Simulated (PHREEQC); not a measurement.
1 kg of water holding 0.093 mol/kgw MgCl2, 0.039 mol/kgw SrCl2 and 0.45 mol/kgw KCl is evaporated at 25 °C; the solids stay in contact with the brine. No CO2 enters from the air. The run lets Bischofite, Brucite, Carnallite, Sylvite, MgCl2_4H2O precipitate or redissolve, and no other solid.

The series has 20 steps of water left (kg), from 1 to 0.02038.

Equilibrium calculation in PHREEQC: Pitzer model, pitzer.dat.

Question: Which solids form, in which order, and at which step of the series does each first stand?

Answer: Sylvite from water left = 0.1156 kg; Carnallite from water left = 0.02038 kg.
